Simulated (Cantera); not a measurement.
A freely propagating, adiabatic, planar premixed flame of H₂ : O₂ : N₂ : H₂O = 1 : 0.417 : 1.57 : 0.85 (molar parts), unburnt at 625 K and 3.30 bar; mixture-averaged transport, grid criteria slope 0.08 and curve 0.16, no radiation.

Detailed kinetics in Cantera: the H2/O2 subset of GRI-Mech 3.0, which has no nitrogen chemistry. The hydrogen kinetics of GRI-Mech 3.0 are dated; newer H2 mechanisms differ, most at raised pressure. Burning velocities carry a grid error of a few per cent, more on coarse grids.

Problem. Predict: laminar burning velocity; thermal thickness; peak x(H); peak x(O); peak x(H₂O₂).

Solution. 
| Quantity | Result |
|---|---|
| laminar burning velocity | 412 cm/s |
| thermal thickness | 0.0953 mm |
| peak x(H) | 0.0167 |
| peak x(O) | 0.00232 |
| peak x(H₂O₂) | 0.000110 |
